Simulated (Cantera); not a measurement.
Charge: 1 mol CH₂F₂, 14 mol H₂, at 2427 °C and 0.133 bar.

Cantera equilibrium calculation (NASA polynomials, part measured and part estimated; ideal gas, pure solids and liquids). Candidate condensed phases: C, C₆H₆, C₇H₈, C₈H₁₈; 95 gas species. The numbers say what is thermodynamically allowed, not how fast it happens.

Problem. What is the equilibrium state?

Solution. 
| Item | Value |
|---|---|
| x(H₂) | 0.732 |
| x(H) | 0.133 |
| x(HF) | 0.117 |
| x(C₂H₂ (acetylene)) | 0.0173 |
| x(C₂H) | 0.000333 |
| x(C₄H₂) | 0.000169 |
| x(F) | 7.17e-5 |
| x(C₃) | 6.60e-5 |
| x(C₂H₂ (vinylidene)) | 2.51e-5 |
| n(C(graphite)) | 0.379 mol |
| gas amount | 17.15 mol |
